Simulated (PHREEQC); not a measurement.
Dissolve 0.024 mol ZnSO4, 0.00042 mol Na2SO4 and 0.0036 mol MnSO4 per kg of water at 78 °C. Closed to the air; pH follows from the charge balance.

Computed with PHREEQC (ion-association model, phreeqc.dat).

```json
[
 {"quantity": "pH", "before": "5.12", "after": "5.09"},
 {"quantity": "ionic strength (mol/kgw)", "before": "0.0610", "after": "0.0837"},
 {"quantity": "SO4-2 (mol/kgw)", "before": "0.0145", "after": "0.0192"},
 {"quantity": "Na+ (mol/kgw)", "before": "0.000809", "after": "0.000803"},
 {"quantity": "HSO4- (mol/kgw)", "before": "2.07e-5", "after": "2.71e-5"}
]
```

**Question.** Which change was made?
A) ZnSO4 from 0.024 to 0.036 mol/kgw
B) ZnSO4 left out
C) 0.0085 mol/kgw HBr added
D) diluted 2-fold with water
E) 0.0027 mol/kgw HCl added

**Answer.** A, ZnSO4 from 0.024 to 0.036 mol/kgw

This is a speciation only: nothing precipitates in the calculation. Away from 25 °C the constants follow the database's enthalpies or fits; those with neither stay at their 25 °C values.
